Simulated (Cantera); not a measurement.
Source: NASA polynomial tables (part measured, part estimated), evaluated in Cantera. Values are per mole of reaction as written; species without (g) are pure solids or liquids, kept so even where they would boil at 1 bar.

2 Li + 2 HCl(g) + F2(g) = 2 HF(g) + 2 LiCl(g)

| T (K) | ΔH° (kJ) | ΔS° (J/K) | ΔG° (kJ) | log10 K |
|---|---|---|---|---|
| 725 | … | … | … | … |
| 875 | -770.1 | 103.2 | -860.5 | 51.37 |
| 1025 | -773.5 | 99.7 | -875.7 | 44.62 |
| 1175 | -777.0 | 96.5 | -890.4 | 39.58 |
| 1325 | … | … | … | … |
| 1475 | -784.1 | 91.1 | -918.5 | 32.53 |
| 1625 | -787.8 | 88.7 | -932.0 | 29.96 |
| 1775 | -791.7 | 86.4 | -945.1 | 27.81 |
| 1925 | -795.7 | 84.3 | -957.9 | 25.99 |
| 2075 | … | … | … | … |

Question: What belongs in the gaps?

Answer: 
- 725, ΔH° (kJ): -766.8
- 725, ΔS° (J/K): 107.4
- 725, ΔG° (kJ): -844.7
- 725, log10 K: 60.86
- 1325, ΔH° (kJ): -780.5
- 1325, ΔS° (J/K): 93.7
- 1325, ΔG° (kJ): -904.7
- 1325, log10 K: 35.66
- 2075, ΔH° (kJ): -799.9
- 2075, ΔS° (J/K): 82.2
- 2075, ΔG° (kJ): -970.4
- 2075, log10 K: 24.43
